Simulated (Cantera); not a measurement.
Input (Python, Cantera) and output of one run.

```python
import numpy as np
import cantera as ct

gas_names = """
    F F2 H HF H2 H2F2 H3F3 H4F4 H5F5 H6F6 H7F7 Pb PbF PbF2 PbF4 Pb2
""".split()
cond_names = """
    Pb(cr) Pb(L) PbF2(a) PbF2(b) PbF2(L)
""".split()


# ... load() reads the species with a 1 bar reference pressure and builds the phases ...
atoms = {
    'PbF2': {'Pb': 1, 'F': 2},
    'H2': {'H': 2},
}
top_T = {}  # K; cautious upper limits of use, not melting points


# ... equilibrate(T, P, feed) seeds the gas with the atoms and calls Mixture.equilibrate('TP', solver="vcs", rtol=1e-11, max_steps=5000) ...
results = []
feed = {'PbF2': 1, 'H2': 2.4}  # mol
T = 1025  # K
for P in [0.1, 0.56, 3.2, 18, 100, 560, 3200, 18000, 100000]:
    mix = equilibrate(T, P, feed)
    results.append((T, P, feed, dict(zip(mix.species_names, mix.species_moles))))

top = {s: max(r[3][s] / sum(r[3][g] for g in gas_names) for r in results) for s in gas_names}
cols = sorted((s for s in top if top[s] > 1e-05), key=lambda s: -top[s])[:5]
seen = [c for c in cond_names if any(r[3].get(c, 0) > 1e-12 for r in results)]
print("log10 of partial pressures in bar; condensed amounts in mol")
print(f"{'P/Pa':>10s}" + "".join(f"{s[:9]:>10s}" for s in cols + seen))
for T, P, feed, n in results:
    ng = sum(n[g] for g in gas_names)
    print(f"{P:10.4g}" + "".join(f"{np.log10(max(n[s] / ng * P / 1e5, 1e-99)):10.3f}" for s in cols)
          + "".join(f"{n.get(c, 0):10.4g}" for c in seen))
```

It prints:

```
log10 of partial pressures in bar; condensed amounts in mol
      P/Pa        HF        H2        Pb       PbF      H2F2     Pb(L)
       0.1    -6.342    -6.497    -6.643   -11.341   -17.127         0
      0.56    -5.594    -5.749    -5.895   -10.219   -15.630         0
       3.2    -4.837    -4.992    -5.138    -9.084   -14.116         0
        18    -4.048    -4.203    -4.556    -8.107   -12.538    0.3784
       100    -3.243    -3.398    -4.556    -7.704   -10.927    0.9026
       560    -2.484    -2.639    -4.556    -7.325    -9.411     0.983
      3200    -1.726    -1.881    -4.556    -6.945    -7.893     0.997
   1.8e+04    -0.975    -1.130    -4.556    -6.570    -6.392    0.9995
     1e+05    -0.230    -0.385    -4.556    -6.198    -4.903    0.9999
```

Method: chemical equilibrium by Gibbs-energy minimisation in Cantera with the NASA 1993 tables (ideal gas, pure condensed phases).
